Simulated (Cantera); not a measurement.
Mixture: CH4 : O2 : N2 = 1 : 1.54 : 5.78 (molar parts), at 3750 Torr, adiabatic and at constant volume. Ignition delay is the time to a rise of 400 K.

Model: GRI-Mech 3.0 (53 species, 325 reactions), integrated in Cantera.

Problem. What does this change do: constant pressure in place of constant volume?

Solution. 
```csv
quantity,before,after
delay at 1025 K,0.133 s,0.137 s
delay at 1175 K,15.1 ms,15.9 ms
delay at 1325 K,2.32 ms,2.49 ms
delay at 1475 K,0.449 ms,0.485 ms
apparent activation energy between 1400 and 1550 K,190 kJ/mol,180 kJ/mol
```
